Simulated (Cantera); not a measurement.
# Silicon epitaxy and polysilicon growth: SiH4 + HCl + N2

A closed system holds: 1 mol SiH4, 4 mol HCl, 91 mol N2, held at 0.00630 bar.

These are equilibrium values from Cantera (NASA tables, ideal gas, pure condensed phases), not measurements of a reactor. Candidate condensed phases: NH4Cl, Si, Si3N4; 28 gas species. N2 is the only nitrogen source here; it is nearly inert below about 1500 K, so the nitride shown seldom forms there in practice. The tables' values for SiCl3, SiCl are old estimates; treat these amounts as uncertain. Equilibrium is a limit: real reactors are often held back by kinetics, nucleation or transport.

```
T (K)  log p N2  log p HCl  log p H2  log p SiCl2  log p H  log p SiCl3  n Si3N4(s)
-----  --------  ---------  --------  -----------  -------  -----------  ----------
1223      -2.23      -3.59     -3.87        -6.27    -8.46        -6.57       0.324
1273      -2.23      -3.60     -3.87        -5.84    -8.08        -6.35       0.319
1323      -2.23      -3.60     -3.86        -5.45    -7.73        -6.16       0.308
1373      -2.23      -3.62     -3.85        -5.12    -7.40        -6.02       0.287
1423      -2.23      -3.64     -3.83        -4.84    -7.09        -5.94       0.251
1473      -2.23      -3.68     -3.80        -4.62    -6.80        -5.92       0.202
1523      -2.23      -3.73     -3.77        -4.45    -6.52        -5.96       0.144
1573      -2.23      -3.80     -3.75        -4.32    -6.26        -6.04      0.0808
1623      -2.23      -3.87     -3.72        -4.22    -6.02        -6.15      0.0193
1673      -2.23      -3.89     -3.71        -4.19    -5.80        -6.26           0
```
log p: log10 of the partial pressure in bar; n: condensed amount in mol.

From 1223 K to 1623 K the condensed part is Si3N4(s). At 1673 K nothing is condensed. The main Si-bearing gas is SiCl4 at 1223 K and SiCl2 at 1673 K. The share of Si in condensed phases is highest at 1223 K (97.1 %) and lowest at 1673 K (0.0 %).
